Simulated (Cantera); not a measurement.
Input: 1 mol MgO, 3.6 mol H₂S, 50 mol N₂, at 1423.15 K and 0.0410 bar.

These are equilibrium values from Cantera (NASA tables, ideal gas, pure condensed phases), not measurements of a reactor. Candidate condensed phases: H₂O, H₂SO₄, Mg, MgO, Mg(OH)₂, MgS, MgSO₄, S; 43 gas species. Mutual solubility and eutectic melting of coexisting phases are not modelled. Rates play no part.

Base state: N₂ 0.907, H₂ 0.0541, S₂ 0.0269, H₂S 0.00967, H₂O 0.00133, SH 0.000448, S 1.29e-5 (mole fractions); condensed: MgO(s) + MgS(s).

What changes in the equilibrium state with this change: H₂S from 3.6 to 2.1 mol?


```
species        before     after
-----------  --------  --------
N₂              0.907     0.943
H₂             0.0541    0.0340
S₂             0.0269    0.0169
H₂O           0.00133  0.000662
H₂S           0.00967   0.00482
SH           0.000448  0.000282
MgO(s), mol     0.926     0.965
MgS(s), mol    0.0735    0.0352
```

What changes in the equilibrium state with this change: temperature from 1423.15 K to 1073 K?


```
species        before    after
-----------  --------  -------
N₂              0.907    0.921
H₂S           0.00967   0.0384
H₂             0.0541   0.0257
S₂             0.0269   0.0129
S             1.29e-5  2.27e-8
SH           0.000448  2.74e-5
H₂O           0.00133  0.00211
MgO(s), mol     0.926    0.885
MgS(s), mol    0.0735    0.115
```
Gases not in the tables: S₃ to S₇.

What changes in the equilibrium state with this change: MgO replaced by Fe₂O₃?


```tsv
species	before	after
N₂	0.907	0.918
H₂O	0.00133	0.0463
H₂	0.0541	0.0177
S₂	0.0269	0.0113
SO₂	5.74e-7	0.00424
SO	3.47e-6	0.000240
S₂O	1.15e-6	5.16e-5
H₂S	0.00967	0.00204
SH	0.000448	0.000166
MgO(s), mol	0.926	0
MgS(s), mol	0.0735	0
FeS(s), mol	0	2.00
```
FeS: taken at fixed stoichiometry. Further candidate phases: Fe, FeO, Fe(OH)₂, Fe(OH)₃, FeS, FeSO₄, FeS₂, Fe₂O₃, Fe₂(SO₄)₃, Fe₃O₄.
